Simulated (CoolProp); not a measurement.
The fluid at 449.44 K and 0.0796 MPa is throttled through a valve to 0.0437 MPa with no heat exchange. The same conditions are run with several fluids, on thermodynamics alone (safety and materials aside).

Values from CoolProp's reference Helmholtz-energy equation of state of each fluid (octamethylcyclotetrasiloxane (D4): Thol 2015; methanol: de Reuck 1993; isobutane: Bücker 2006; dry air: Lemmon 2000; ammonia: Gao 2020). Blends and air are pseudo-pure fits.

```
fluid                              temperature change (K)  final density (kg/m³)
---------------------------------  ----------------------  ---------------------
octamethylcyclotetrasiloxane (D4)                    -0.8                    [?]
methanol                                             -0.8                    [?]
isobutane                                             [?]                    [?]
dry air                                               [?]                    [?]
ammonia                                               [?]                    [?]
```

Complete the blanks.


- octamethylcyclotetrasiloxane (D4), final density (kg/m³): 3.59
- methanol, final density (kg/m³): 0.377
- isobutane, temperature change (K): -0.2
- isobutane, final density (kg/m³): 0.682
- dry air, temperature change (K): -0.0
- dry air, final density (kg/m³): 0.339
- ammonia, temperature change (K): -0.3
- ammonia, final density (kg/m³): 0.199
